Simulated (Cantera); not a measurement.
## Premixed flame

A freely propagating, adiabatic, planar premixed flame of 28.9 % H2, 14.9 % O2, 56.2 % N2, equivalence ratio 0.97, unburnt at 600 K and 2.86 atm; mixture-averaged transport, grid criteria slope 0.08 and curve 0.16, no radiation.

Detailed kinetics in Cantera: the H2/O2 subset of GRI-Mech 3.0, which has no nitrogen chemistry. The hydrogen kinetics of GRI-Mech 3.0 are dated; newer H2 mechanisms differ, most at raised pressure. Burning velocities carry a grid error of a few per cent, more on coarse grids.

| z (mm) | T (K) | u (m/s) | x H2 | x O2 | x H | x O | x H2O | x HO2 |
|---|---|---|---|---|---|---|---|---|
| -0.354 | 600 | 7.21 | 0.289 | 0.149 | <1e-8 | <1e-8 | <1e-8 | <1e-8 |
| -0.236 | 600 | 7.21 | 0.289 | 0.149 | <1e-8 | <1e-8 | <1e-8 | <1e-8 |
| -0.177 | 600 | 7.21 | 0.289 | 0.149 | <1e-8 | <1e-8 | 2.47e-8 | 1.10e-8 |
| -0.118 | 600 | 7.21 | 0.289 | 0.149 | <1e-8 | <1e-8 | 9.31e-7 | 5.61e-7 |
| -0.0591 | 620 | 7.38 | 0.281 | 0.150 | 5.55e-5 | 6.33e-6 | 0.000798 | 0.000312 |
| -0.0295 | 859 | 9.90 | 0.242 | 0.145 | 0.00361 | 0.000334 | 0.0223 | 0.000508 |
| 0 | 1329 | 14.8 | 0.149 | 0.108 | 0.0238 | 0.00447 | 0.107 | 0.000228 |
| 0.0295 | 1669 | 18.3 | 0.0719 | 0.0548 | 0.0397 | 0.00995 | 0.200 | 0.000100 |
| 0.0591 | 1842 | 20.1 | 0.0484 | 0.0346 | 0.0382 | 0.0111 | 0.234 | 5.48e-5 |
| 0.118 | 2018 | 21.8 | 0.0410 | 0.0264 | 0.0286 | 0.00953 | 0.252 | 3.29e-5 |
| 0.236 | 2185 | 23.3 | 0.0361 | 0.0220 | 0.0185 | 0.00679 | 0.267 | 2.01e-5 |
| 0.473 | 2329 | 24.6 | 0.0296 | 0.0180 | 0.0108 | 0.00435 | 0.282 | 1.19e-5 |
| 0.945 | 2442 | 25.6 | 0.0228 | 0.0146 | 0.00594 | 0.00261 | 0.296 | 7.26e-6 |
x: mole fraction of selected species; z is measured from the peak of heat release.

```yaml
laminar_burning_velocity: 721 cm/s
thermal_thickness: 0.118 mm
peak x(H): 0.0404
peak x(O): 0.0111
peak x(HO2): 0.000652
grid_points: 113
```
